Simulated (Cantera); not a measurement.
Gas mixture: 17.2 % N2, 70.9 % N2O, 11.9 % CO2, at 5.90 bar, frozen composition.

Cantera's kinetic-theory transport with the Lennard-Jones parameters of GRI-Mech 3.0, ideal gas; thermal conductivity in the multicomponent form. The composition is frozen, though it would react at the higher temperatures.

One state of this run: ρ (kg/m³) = 1.36; cp (J/kg/K) = 1387; μ (µPa s) = 67.7; λ (mW/m/K) = 129; Pr = 0.730; D (cm²/s) C2H2 = 0.696; D (cm²/s) H2O = 1.09; D (cm²/s) NH3 = 1.03. D: mixture-averaged diffusion coefficient of that species in the mixture.

Question: Which value of T (K) does it belong to?
A) 2150
B) 1650
C) 1900
D) 1400

Answer: A, 2150
